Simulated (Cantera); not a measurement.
**Fe(CO)5 + H2 (iron carbonyl, mercury and lead vapours)**

Input: 1 mol Fe(CO)5, 3.5 mol H2, held at 13300 Pa.

Method: chemical equilibrium by Gibbs-energy minimisation in Cantera with the NASA 1993 tables (ideal gas, pure condensed phases). Candidate condensed phases: C, C6H6, C7H8, C8H18, Fe, Fe(CO)5, FeO, Fe(OH)2, Fe(OH)3, Fe2O3, Fe3O4, H2O; 114 gas species. Condensed phases not in the tables: cementite and carbon dissolved in iron. The numbers say what is thermodynamically allowed, not how fast it happens.

```tsv
T (K)	x CO	x H2	x CO2	x H2O	x CH4	x H	x C2H2 (acetylene)	x Fe	n C(graphite)	n Fe(α)	n Fe(γ)
950	0.501	0.414	0.0560	0.0258	0.00382	9.80e-10	1.14e-10	<1e-12	0.610	1.00	0
1000	0.552	0.411	0.0230	0.0119	0.00215	3.98e-9	4.69e-10	<1e-12	0.269	1.00	0
1050	0.573	0.410	0.00937	0.00569	0.00128	1.42e-8	1.70e-9	1.15e-12	0.115	1.00	0
1100	0.582	0.410	0.00398	0.00285	0.000806	4.54e-8	5.47e-9	9.46e-12	0.0508	1.00	0
1150	0.585	0.411	0.00180	0.00150	0.000527	1.31e-7	1.59e-8	6.44e-11	0.0235	1.00	0
1200	0.587	0.411	0.000868	0.000835	0.000356	3.47e-7	4.22e-8	3.72e-10	0.0114	0	1.00
1250	0.588	0.411	0.000443	0.000485	0.000248	8.49e-7	1.04e-7	1.86e-9	0.00577	0	1.00
1300	0.588	0.411	0.000238	0.000294	0.000177	1.94e-6	2.37e-7	8.19e-9	0.00301	0	1.00
1350	0.588	0.412	0.000134	0.000185	0.000130	4.19e-6	5.10e-7	3.22e-8	0.00160	0	1.00
1400	0.588	0.412	7.91e-5	0.000120	9.76e-5	8.55e-6	1.04e-6	1.15e-7	0.000846	0	1.000
1450	0.588	0.412	4.84e-5	8.05e-5	7.46e-5	1.66e-5	2.01e-6	3.74e-7	0	0	1.000
1500	0.588	0.412	3.06e-5	5.54e-5	5.81e-5	3.09e-5	3.71e-6	1.13e-6	0	0	1.000
```
x: gas mole fraction; n: condensed amount in mol.

From 950 K to 1150 K the condensed part is C(graphite) + Fe(α). From 1200 K to 1400 K the condensed part is C(graphite) + Fe(γ). From 1450 K to 1500 K the condensed part is Fe(γ).
